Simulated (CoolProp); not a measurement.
Vapour-liquid equilibrium of ethylene (1) + propylene (2) at -71.95 °C; x and y are mole fractions of (1).

The numbers come from the multi-fluid Helmholtz-energy mixture model, Smukala 2000 and Lemmon 2013; pair parameters Bell 2016 in CoolProp.

**Question.** Give the bubble pressure and the first vapour's composition at x = 0.125, 0.425, 0.575. Is there an azeotrope?

**Answer.** x = 0.125: 0.8741 bar, y = 0.704; x = 0.425: 2.245 bar, y = 0.918; x = 0.575: 2.897 bar, y = 0.950. No azeotrope shows between x = 0.05 and 0.95.

The pair parameters rest on a limited set of measurements; away from them the model extrapolates. The gap from Raoult's law changes sign with composition, which may be real or a fault of the pair parameters; it wasn't checked against measurements.
